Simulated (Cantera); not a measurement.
An isothermal, constant-pressure homogeneous reactor starts with N2O : H2O = 1 : 0.19 (molar parts), at 1498 K and 0.0630 bar. Integrator tolerance rtol = 1e-08.

Cantera simulation using GRI-Mech 3.0 (53 species, 325 reactions); the numbers are that mechanism's predictions, not measurements. GRI-Mech 3.0 was tuned for natural gas; its chemistry of N2O as a main component is partial and can be far from experiment. The temperature is held fixed by assumption; the heat of reaction is taken as removed at once.

### Question
What does this change do: H2O 0.19 to 1.6 parts?

### Answer
| quantity | before | after |
|---|---|---|
| x(N2O) at 9.00 s | 1.75e-6 (gas-phase equilibrium 1.67e-8) | 1.00e-7 (gas-phase equilibrium 6.71e-9) |
| x(H2O) at 9.00 s | 0.112 (gas-phase equilibrium 0.112) | 0.516 (gas-phase equilibrium 0.516) |
| x(NO) at 9.00 s | 0.0978 (gas-phase equilibrium 0.00125) | 0.0331 (gas-phase equilibrium 0.000681) |
| x(NO2) at 9.00 s | 0.000143 (gas-phase equilibrium 2.00e-6) | 3.70e-5 (gas-phase equilibrium 8.04e-7) |
| x(OH) at 9.00 s | 0.000170 (gas-phase equilibrium 0.000178) | 0.000319 (gas-phase equilibrium 0.000327) |
| x(H2O2) at 9.00 s | 2.88e-9 (gas-phase equilibrium 3.15e-9) | 1.01e-8 (gas-phase equilibrium 1.07e-8) |

### Question
What does this change do: pressure from 0.0630 bar to 0.0160 bar?

### Answer
```json
[
 {"quantity": "x(N2O) at 9.00 s", "before": "1.75e-6 (gas-phase equilibrium 1.67e-8)", "after": "2.45e-5 (gas-phase equilibrium 8.40e-9)"},
 {"quantity": "x(H2O) at 9.00 s", "before": "0.112 (gas-phase equilibrium 0.112)", "after": "0.112 (gas-phase equilibrium 0.112)"},
 {"quantity": "x(NO) at 9.00 s", "before": "0.0978 (gas-phase equilibrium 0.00125)", "after": "0.0993 (gas-phase equilibrium 0.00125)"},
 {"quantity": "x(NO2) at 9.00 s", "before": "0.000143 (gas-phase equilibrium 2.00e-6)", "after": "7.13e-5 (gas-phase equilibrium 1.01e-6)"},
 {"quantity": "x(OH) at 9.00 s", "before": "0.000170 (gas-phase equilibrium 0.000178)", "after": "0.000243 (gas-phase equilibrium 0.000250)"},
 {"quantity": "x(H2O2) at 9.00 s", "before": "2.88e-9 (gas-phase equilibrium 3.15e-9)", "after": "1.47e-9 (gas-phase equilibrium 1.59e-9)"}
]
```
Radical loss at walls, strong at low pressure, is not modelled.
